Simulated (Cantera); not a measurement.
Mixture: CH4 : O2 : N2 = 1 : 4 : 20 (molar parts), equivalence ratio 0.50, at 4.93 atm, adiabatic and at constant volume. Ignition delay is the time to a rise of 400 K.

Model: GRI-Mech 3.0 (53 species, 325 reactions), integrated in Cantera.

Task: What does this change do: 0.96 parts CO2 added?

Result: 
| quantity | before | after |
|---|---|---|
| delay at 1125 K | 24.7 ms | 25.8 ms |
| delay at 1275 K | 3.52 ms | 3.71 ms |
| delay at 1425 K | 0.660 ms | 0.700 ms |
| delay at 1575 K | 0.159 ms | 0.168 ms |
| delay at 1725 K | 49.3 µs | 51.7 µs |
| apparent activation energy between 1650 and 1800 K | 170 kJ/mol | 170 kJ/mol |
